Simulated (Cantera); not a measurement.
Input: 1 mol B, 34 mol H2, 120 mol N2, 0.19 mol NH3, held at 850 K and 19.0 mbar.

These are equilibrium values from Cantera (NASA tables, ideal gas, pure condensed phases), not measurements of a reactor. Candidate condensed phases: B, BN; 15 gas species. Rates play no part.

### Question
What is the equilibrium state?

### Answer
```json
{
 "x(N2)": "0.777",
 "x(H2)": "0.223",
 "x(NH3)": "3.27e-6",
 "n(BN(s))": "1.00 mol",
 "gas_amount": "153.9 mol",
 "log10 activity of B(s) (absent)": "-9.90"
}
```
